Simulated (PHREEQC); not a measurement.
Make-up at 20 °C: 9.1 mmol/kgw CdSO4, 26 mmol/kgw KCl and 19 mmol/kgw NiCl2. Closed to the air; pH follows from the charge balance.

Equilibrium calculation in PHREEQC: ion-association model, wateq4f.dat.

Each row changes one thing in this solution. Precipitation was switched off in this run.

```tsv
case	pH	ionic strength (mol/kgw)	Cl- (mol/kgw)	Ni+2 (mol/kgw)	SO4-2 (mol/kgw)	CdCl+ (mol/kgw)	SI of CdOHCl (CdOHCl)	SI of Morenosite (NiSO4:7H2O)
as made	5.90	0.0921	0.0563	0.0157	0.00567	0.00515	-2.08	-2.49
0.0033 mol/kgw H3PO4 added	2.72	0.0946	0.0563	0.0158	0.00541	0.00516	-5.26	-2.51
CdSO4 from 0.0091 to 0.091 mol/kgw	5.74	0.218	0.0338	0.0118	0.0374	0.0261	-1.55	-2.03
temperature from 20 to 70 °C	5.49	0.0904	0.0561	0.0155	0.00518	0.00518	-1.76	-2.93
KCl replaced by RbCl at the same molality	5.90	0.0924	0.0563	0.0156	0.00591	0.00513	-2.08	-2.47
temperature from 20 to 85 °C	5.38	0.0902	0.0561	0.0155	0.00509	0.00517	-1.69	-3.05
diluted 5-fold with water	6.20	0.0206	0.0120	0.00345	0.00137	0.000653	-2.63	-3.41
diluted 2-fold with water	6.02	0.0485	0.0291	0.00820	0.00307	0.00224	-2.30	-2.87
0.0011 mol/kgw Na2CO3 added	7.41	0.0914	0.0564	0.0147	0.00574	0.00513	-0.57	-2.51
```

Complexes and solids missing from the database can't appear. Some of these states are supersaturated (in Ni(OH)2, Otavite, for instance). In wateq4f.dat the enthalpy of Ni(OH)2 has the wrong sign, so its saturation index can't be trusted away from 25 °C. Away from 25 °C the constants follow the database's enthalpies or fits; those with neither stay at their 25 °C values.
